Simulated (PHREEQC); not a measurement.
Ultrapure water in contact with air or piping: an equilibrium model

A made-up water analysis in mg/kgw, 25 °C, pH 6.15, pe 12.9:

| constituent | mg/kgw |
|---|---|
| Na | 0.012 |
| K | 0.0115 |
| Ca | 0.00743 |
| Mg | 0.0155 |
| Cl | 0.0439 |
| S(6) as SO4 | 0.0552 |
| Alkalinity as HCO3 | 0.00506 |
| Cu(2) | 0.00275 |
| Cd | 0.0077 |
| Ba | 0.00271 |
| B | 3.19e-05 |

Na is adjusted to close the charge balance.
Valence states are taken as typed.

All values are PHREEQC results (ion-association model, wateq4f.dat), not measurements.

Each row changes one thing in this solution. No solid was allowed to form.

```tsv
case	ionic strength (mol/kgw)	CO2 (mol/kgw)	HCO3- (mol/kgw)	Cu+2 (mol/kgw)	Cu(OH)2 (mol/kgw)	CuOH+ (mol/kgw)	SI of Tenorite (CuO)	SI of Cu(OH)2 (Cu(OH)2)
as made	4.70e-6	1.23e-6	7.74e-7	4.10e-8	1.69e-9	5.74e-10	-2.71	-3.73
S(6) from 0.0552 to 0.11 mg/kgw	[?]	1.23e-6	7.75e-7	4.10e-8	1.69e-9	5.74e-10	-2.71	-3.73
pH from 6.15 to 6.65 at the same alkalinity	[?]	1.19e-7	[?]	[?]	1.23e-8	[?]	-1.85	-2.87
```

Problem. What belongs in the gaps?

Solution. 
- S(6) from 0.0552 to 0.11 mg/kgw, ionic strength (mol/kgw): 6.41e-6
- pH from 6.15 to 6.65 at the same alkalinity, ionic strength (mol/kgw): 4.18e-6
- pH from 6.15 to 6.65 at the same alkalinity, HCO3- (mol/kgw): 2.37e-7
- pH from 6.15 to 6.65 at the same alkalinity, Cu+2 (mol/kgw): 2.97e-8
- pH from 6.15 to 6.65 at the same alkalinity, CuOH+ (mol/kgw): 1.32e-9

Complexes and solids missing from the database can't appear. The database's constant for dissolved Cu(OH)2 is higher than later reviews accept.
